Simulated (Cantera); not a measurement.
Feed: 1 mol C2H4, 0.23 mol CO2, equilibrated at 2375 K and 0.600 bar.

These are equilibrium values from Cantera (NASA tables, ideal gas, pure condensed phases), not measurements of a reactor. Candidate condensed phases: C, C6H6, C7H8, C8H18, H2O; 110 gas species. Kinetics and transport are ignored.

Base state: H2 0.793, CO 0.185, H 0.0162, C2H2 (acetylene) 0.00493, CH4 7.02e-5, CH3 2.65e-5, C4H2 1.26e-5 (mole fractions); condensed: C(graphite).

What changes in the equilibrium state with this change: CO2 from 0.23 to 0.023 mol?


| species | before | after |
|---|---|---|
| H2 | 0.793 | 0.954 |
| CO | 0.185 | 0.0223 |
| H | 0.0162 | 0.0178 |
| CH4 | 7.02e-5 | 0.000101 |
| CH3 | 2.65e-5 | 3.50e-5 |
| C4H2 | 1.26e-5 | 1.51e-5 |
| C2H2 (acetylene) | 0.00493 | 0.00592 |
| C(graphite), mol | 1.75 | 1.95 |
